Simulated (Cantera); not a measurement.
An adiabatic, constant-pressure homogeneous reactor starts with CH4 : O2 : N2 = 1 : 1.67 : 5.67 (molar parts), equivalence ratio 1.2, at 1500 K and 1.50 bar. Integrator tolerance rtol = 1e-08.

Detailed kinetics in Cantera: GRI-Mech 3.0 (53 species, 325 reactions).

Problem. What does this change do: initial temperature 1500 to 1573 K?

Solution. 
```csv
quantity,before,after
time of steepest temperature rise,0.864 ms,0.427 ms
temperature at 0.700 s,2821 K,2847 K
equilibrium temperature,2821 K,2847 K
x(CH4) at 0.700 s,<1e-12 (gas-phase equilibrium <1e-12),<1e-12 (gas-phase equilibrium <1e-12)
x(O2) at 0.700 s,0.00821 (gas-phase equilibrium 0.00821),0.00899 (gas-phase equilibrium 0.00899)
x(H2) at 0.700 s,0.0365 (gas-phase equilibrium 0.0365),0.0377 (gas-phase equilibrium 0.0377)
x(OH) at 0.700 s,0.0185 (gas-phase equilibrium 0.0185),0.0199 (gas-phase equilibrium 0.0199)
x(CH2) at 0.700 s,<1e-12 (gas-phase equilibrium <1e-12),<1e-12 (gas-phase equilibrium <1e-12)
x(H2O2) at 0.700 s,2.46e-7 (gas-phase equilibrium 2.46e-7),2.64e-7 (gas-phase equilibrium 2.64e-7)
```
